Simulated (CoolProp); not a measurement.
Ammonia at 320.25 K and 1.49 MPa is throttled through a valve to 0.166 MPa with no heat exchange. Each further row changes one setting.

Values from CoolProp's reference Helmholtz-energy equation of state, Gao 2020.

| case | temperature change (K) | final density (kg/m³) |
|---|---|---|
| as stated | [?] | 1.21 |
| outlet pressure 0.0498 MPa | [?] | [?] |
| outlet pressure 0.216 MPa | -31.4 | [?] |

Question: Complete the blanks.

Answer: 
- as stated, temperature change (K): -33.0
- outlet pressure 0.0498 MPa, temperature change (K): -36.9
- outlet pressure 0.0498 MPa, final density (kg/m³): 0.362
- outlet pressure 0.216 MPa, final density (kg/m³): 1.57
